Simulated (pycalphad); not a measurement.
All values are pycalphad results on the COST 507 light-alloy database (1999) (1 atm), not direct measurements. These are 1990s assessments: newer ones move some temperatures and phases. Phase fractions are per mole of atoms. Kinetics are ignored, which matters at the lower temperatures.

Give the equilibrium state of Al-14.26Mg-2.851Si (wt.%) at 350 K.

FCC_A1, fraction 0.675, with 0.98 Mg, <0.01 Si wt.%; ALMG_BETA, fraction 0.244, with 36.4 Mg, no Si wt.%; MG2SI, fraction 0.081, with 63.4 Mg, 36.6 Si wt.%.

Give the equilibrium state of Al-14.26Mg-2.851Si (wt.%) at 750 K.

FCC_A1, fraction 0.919, with 10.1 Mg, <0.01 Si wt.%; MG2SI, fraction 0.081, with 63.4 Mg, 36.6 Si wt.%.

Database names, with the compositions (at.%) that they take in these runs: MG2SI: Mg 67 Si 33; ALMG_BETA: Al 61 Mg 39. FCC_A1 is fcc. An entry "none" or "no" means that the model of the phase leaves that element out.
